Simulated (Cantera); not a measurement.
Mixture: 1.82 % C₃H₈, 20.2 % O₂, 76.2 % N₂, 1.70 % H₂O, at 1200 Torr, adiabatic and at constant volume. Ignition delay is the time to a rise of 400 K.

Computed with Cantera and GRI-Mech 3.0 (53 species, 325 reactions). GRI-Mech 3.0 was tuned for natural gas; its chemistry of propane as a main component is partial and can be far from experiment.

Q: Predict: delay at 1123 K; delay at 1173 K; delay at 1223 K; delay at 1273 K; delay at 1323 K; delay at 1373 K; apparent activation energy between 1273 and 1373 K.

A: 
| Property | Result |
|---|---|
| delay at 1123 K | 22.0 ms |
| delay at 1173 K | 7.53 ms |
| delay at 1223 K | 2.74 ms |
| delay at 1273 K | 1.08 ms |
| delay at 1323 K | 0.467 ms |
| delay at 1373 K | 0.222 ms |
| apparent activation energy between 1273 and 1373 K | 230 kJ/mol |
